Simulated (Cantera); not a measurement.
A perfectly stirred reactor is fed with 2.94 % CH₄, 89.2 % H₂, 7.85 % H, at 0.0120 bar; it is held at 1675 K, and followed from long to short residence time.

Detailed kinetics in Cantera: GRI-Mech 3.0 (53 species, 325 reactions). GRI-Mech 3.0 stops at C3 and has no aromatics, soot or wall deposition, so with more carbon than oxygen in the feed, carbon stays in small species such as C2H2 where larger ones or solid carbon would form. Radical loss at walls, strong at low pressure, is not modelled.

Predict: x(CH₄) at τ = 4.70 s; x(H₂) at τ = 4.70 s; x(H) at τ = 4.70 s; x(C₂H₄) at τ = 4.70 s; x(C₂H₆) at τ = 4.70 s; x(CH₄) at τ = 32.0 ms; x(H₂) at τ = 32.0 ms; x(H) at τ = 32.0 ms; x(C₂H₄) at τ = 32.0 ms; x(C₂H₆) at τ = 32.0 ms.


```json
{
  "x(CH₄) at τ = 4.70 s": "0.00435",
  "x(H₂) at τ = 4.70 s": "0.980",
  "x(H) at τ = 4.70 s": "0.00300",
  "x(C₂H₄) at τ = 4.70 s": "1.26e-5",
  "x(C₂H₆) at τ = 4.70 s": "2.25e-7",
  "x(CH₄) at τ = 32.0 ms": "0.00552",
  "x(H₂) at τ = 32.0 ms": "0.962",
  "x(H) at τ = 32.0 ms": "0.0189",
  "x(C₂H₄) at τ = 32.0 ms": "5.75e-5",
  "x(C₂H₆) at τ = 32.0 ms": "1.97e-6"
}
```
